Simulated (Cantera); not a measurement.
Charge: 1 mol Nb₂O₅, 610 mol H₂, at 1.00 bar.

These are equilibrium values from Cantera (NASA tables, ideal gas, pure condensed phases), not measurements of a reactor. Candidate condensed phases: H₂O, Nb, NbO, NbO₂, Nb₂O₅; 12 gas species. Mutual solubility and eutectic melting of coexisting phases are not modelled. NbO: taken at fixed stoichiometry. Condensed phases not in the tables: the oxides between NbO₂ and Nb₂O₅. The numbers say what is thermodynamically allowed, not how fast it happens.

x: gas mole fraction; n: condensed amount in mol.

| T (K) | x H₂ | x H₂O | x H | x NbO₂ | x OH | n NbO₂(s) | n NbO(s) |
|---|---|---|---|---|---|---|---|
| 1475 | 0.998 | 0.00164 | 1.30e-5 | 2.87e-11 | 5.58e-10 | 2.00 | 0 |
| 1525 | 0.998 | 0.00170 | 2.36e-5 | 1.29e-10 | 1.25e-9 | 1.96 | 0.0359 |
| 1575 | 0.998 | 0.00222 | 4.15e-5 | 5.23e-10 | 3.35e-9 | (withheld) | 0.353 |
| 1625 | 0.997 | 0.00284 | 7.04e-5 | 1.94e-9 | 8.46e-9 | (withheld) | 0.735 |
| 1675 | 0.996 | 0.00359 | 0.000116 | 6.66e-9 | 2.02e-8 | (withheld) | 1.19 |
| 1725 | 0.995 | 0.00447 | 0.000185 | 2.12e-8 | 4.58e-8 | (withheld) | 1.72 |
| 1775 | 0.995 | 0.00492 | 0.000289 | 5.65e-8 | 8.89e-8 | 0 | 2.00 |
| 1825 | 0.995 | 0.00492 | 0.000439 | 1.30e-7 | 1.52e-7 | 0 | 2.00 |
| 1875 | 0.994 | 0.00492 | 0.000654 | 2.86e-7 | 2.52e-7 | 0 | 2.00 |
| 1925 | 0.994 | 0.00491 | 0.000953 | 6.03e-7 | 4.07e-7 | 0 | 2.00 |
| 1975 | 0.994 | 0.00491 | 0.00136 | 1.22e-6 | 6.43e-7 | 0 | 2.00 |

Problem. What belongs in the gaps?

Solution. 
- 1575, n NbO₂(s): 1.65
- 1625, n NbO₂(s): 1.26
- 1675, n NbO₂(s): 0.810
- 1725, n NbO₂(s): 0.276
